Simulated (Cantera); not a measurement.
What does this Cantera script print?

```python
import numpy as np
import cantera as ct

gas = ct.Solution("gri30.yaml")
gas.TPX = 425, 250000, {'CH4': 1, 'C2H6': 0.1, 'O2': 2.8, 'N2': 10.1, 'H2O': 0.67}
flame = ct.FreeFlame(gas, width=0.021)
flame.set_refine_criteria(ratio=3, slope=0.08, curve=0.16)
flame.transport_model = "unity-Lewis-number"
flame.solve(loglevel=0, auto=True)
z, T = flame.grid, flame.T
thick = (T[-1] - T[0]) / np.gradient(T, z).max()
show = ['CH4', 'C2H6', 'O2', 'C2H2', 'H2', 'CH3']
print(f"laminar burning velocity  {flame.velocity[0] * 100:.3f} cm/s")
print(f"burnt temperature         {T[-1]:.1f} K")
print(f"thermal thickness         {thick * 1e3:.4f} mm")
print(f"grid points               {len(z)}")
z0 = z[flame.heat_release_rate.argmax()]
print(f"{'z/mm':>9s}{'T/K':>9s}{'u/(m/s)':>9s}" + "".join(f"{s:>11s}" for s in show))
rows = []
for k in (-3, -2, -1.5, -1, -0.5, -0.25, 0, 0.25, 0.5, 1, 2, 4, 8):
    zz = z0 + k * thick
    rows.append([k * thick, np.interp(zz, z, T), np.interp(zz, z, flame.velocity),
                 *(np.interp(zz, z, flame.X[gas.species_index(s)]) for s in show)])
    print(f"{rows[-1][0] * 1e3:9.3f}{rows[-1][1]:9.1f}{rows[-1][2]:9.3f}" + "".join(f"{x:11.3e}" for x in rows[-1][3:]))
```

It prints:

```
laminar burning velocity  33.809 cm/s
burnt temperature         2111.3 K
thermal thickness         0.2368 mm
grid points               141
     z/mm      T/K  u/(m/s)        CH4       C2H6         O2       C2H2         H2        CH3
   -0.710    425.8    0.339  6.813e-02  6.813e-03  1.908e-01  5.687e-08  6.395e-06  3.796e-10
   -0.474    430.5    0.343  6.792e-02  6.789e-03  1.904e-01  4.050e-07  4.555e-05  3.279e-09
   -0.355    449.4    0.358  6.708e-02  6.695e-03  1.887e-01  1.792e-06  2.016e-04  2.391e-08
   -0.237    552.1    0.440  6.241e-02  6.174e-03  1.796e-01  9.465e-06  1.065e-03  6.153e-07
   -0.118    973.2    0.782  4.186e-02  3.905e-03  1.394e-01  4.335e-05  4.875e-03  6.791e-05
   -0.059   1348.8    1.092  2.225e-02  1.770e-03  1.008e-01  7.749e-05  8.471e-03  5.639e-04
    0.000   1732.1    1.412  3.595e-03  8.300e-05  5.885e-02  8.744e-05  9.853e-03  7.593e-04
    0.059   1885.7    1.533  8.504e-05  5.910e-08  4.166e-02  5.434e-06  6.233e-03  2.874e-05
    0.118   1950.2    1.578  1.365e-06  2.214e-11  3.735e-02  1.018e-07  4.927e-03  5.512e-07
    0.237   2017.5    1.624  1.473e-09  1.772e-16  3.411e-02  1.320e-10  3.343e-03  7.605e-10
    0.474   2069.7    1.660  9.031e-14  5.620e-22  3.200e-02  1.481e-14  1.753e-03  9.676e-14
    0.947   2098.9    1.679  1.156e-15 -3.176e-27  3.094e-02  1.074e-18  8.382e-04  2.814e-15
    1.894   2109.7    1.687  1.047e-16 -3.887e-28  3.060e-02  5.152e-21  5.174e-04  2.066e-16
```

Computed with Cantera and GRI-Mech 3.0 (53 species, 325 reactions). Unity Lewis numbers drop preferential diffusion, which matters most where H2 and H carry the flame. Burning velocities carry a grid error of a few per cent, more on coarse grids.
